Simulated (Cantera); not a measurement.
Feed: 1 mol c-C4F8, 0.077 mol H2, held at 1550 °C.

Cantera equilibrium calculation (NASA polynomials, part measured and part estimated; ideal gas, pure solids and liquids). Candidate condensed phases: C, C6H6, C7H8, C8H18; 95 gas species. The feed counts by its element totals alone. Gases not in the tables: C2F6 and larger saturated fluorocarbons. Equilibrium is a limit: real reactors are often held back by kinetics, nucleation or transport.

### Question
What share of the C ends up in condensed phases as a function of P (Pa), at 1, 6.80, 46, 320, 2200, 15000, 100000?

### Answer
```json
[
 {"P (Pa)": "1", "C condensed (%)": "53.8", "as": "C(graphite)"},
 {"P (Pa)": "6.80", "C condensed (%)": "47.4", "as": "C(graphite)"},
 {"P (Pa)": "46", "C condensed (%)": "49.0", "as": "C(graphite)"},
 {"P (Pa)": "320", "C condensed (%)": "50.1", "as": "C(graphite)"},
 {"P (Pa)": "2200", "C condensed (%)": "50.6", "as": "C(graphite)"},
 {"P (Pa)": "15000", "C condensed (%)": "50.8", "as": "C(graphite)"},
 {"P (Pa)": "100000", "C condensed (%)": "50.9", "as": "C(graphite)"}
]
```
